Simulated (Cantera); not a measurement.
What does this Cantera script print?

```python
import numpy as np
import cantera as ct

gas_names = """
    H H2 N NH NH2 NH3 N2 N2H2 N2H4 Si SiH SiH2 SiH3 SiH4 SiN Si2 Si2N Si3
""".split()
cond_names = """
    Si(cr) Si(L) Si3N4(a)
""".split()


# ... load() reads the species with a 1 bar reference pressure and builds the phases ...
atoms = {
    'SiH4': {'Si': 1, 'H': 4},
    'N2': {'N': 2},
}
top_T = {'Si3N4(a)': 2400}  # K; cautious upper limits of use, not melting points


# ... equilibrate(T, P, feed) seeds the gas with the atoms and calls Mixture.equilibrate('TP', solver="vcs", rtol=1e-11, max_steps=5000) ...
results = []
feed = {'SiH4': 1, 'N2': 0.4}  # mol
T = 1798.15  # K
P = 100000  # Pa
mix = equilibrate(T, P, feed)
results.append((T, P, feed, dict(zip(mix.species_names, mix.species_moles))))
print(gas.report(threshold=1e-06))
for i in range(1, mix.n_phases):
    print(f"{mix.phase(i).name:16s} {mix.phase_moles(i):12.5e} mol")
```

It prints:

```
       temperature   1798.2 K
          pressure   1e+05 Pa
           density   0.014975 kg/m^3
  mean mol. weight   2.2388 kg/kmol
   phase of matter   gas

                          1 kg             1 kmol
                     ---------------   ---------------
          enthalpy        2.0662e+07        4.6259e+07  J
   internal energy        1.3984e+07        3.1308e+07  J
           entropy             83005        1.8584e+05  J/K
    Gibbs function       -1.2859e+08        -2.879e+08  J
 heat capacity c_p             14966             33507  J/K
 heat capacity c_v             11253             25193  J/K

                      mass frac. Y      mole frac. X     chem. pot. / RT
                     ---------------   ---------------   ---------------
                 H        0.00015801        0.00035095           -9.5779
                H2           0.89242           0.99107           -19.156
               NH3        2.0324e-05        2.6718e-06           -44.409
                N2            0.1069         0.0085431            -31.35
                Si        3.8777e-05        3.0912e-06            -5.264
               SiH        4.5863e-05        3.5294e-06           -14.842
              SiH2        0.00039366        2.9279e-05            -24.42
              SiH4        1.5927e-05        1.1102e-06           -43.576
     [  +10 minor]        1.1613e-05         5.124e-07

Si(L)             4.25783e-01 mol
Si3N4(a)          1.91380e-01 mol
```

Equilibrium computed with Cantera from the NASA thermochemical tables; the gas is ideal and each condensed phase is pure. Mutual solubility and eutectic melting of coexisting phases are not modelled. Gases not in the tables: Si2H6 and higher silanes.
